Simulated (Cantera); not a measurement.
A closed system holds: 1 mol CaF₂, 2.7 mol HF, 370 mol N₂, held at 2.50 Pa.

Cantera equilibrium calculation (NASA polynomials, part measured and part estimated; ideal gas, pure solids and liquids). Candidate condensed phases: Ca, CaF₂; 25 gas species. The numbers say what is thermodynamically allowed, not how fast it happens. All values below are at 1800 K.

Base state: N₂ 0.990, HF 0.00715, CaF₂ 0.00266, F 8.51e-5, H 7.19e-5, CaF 1.09e-5 (mole fractions); condensed: gas only.

**Question.** What changes in the equilibrium state with this change: pressure from 2.50 Pa to 0.590 bar?

**Answer.** 
```csv
species,before,after
N₂,0.990,0.992
HF,0.00715,0.00724
CaF₂,0.00266,0.000588
CaF,1.09e-5,9.00e-9
H,7.19e-5,2.72e-7
F,8.51e-5,9.64e-7
"CaF₂(l), mol",0,0.781
```

**Question.** What changes in the equilibrium state with this change: 0.79 mol H₂S added?

**Answer.** 
```csv
species,before,after
N₂,0.990,0.985
HF,0.00715,0.00760
CaF₂,0.00266,0.00232
H,7.19e-5,0.00208
S,0,0.00180
S₂,0,0.000146
SH,0,1.53e-5
```
Further candidate phases: CaS, S.
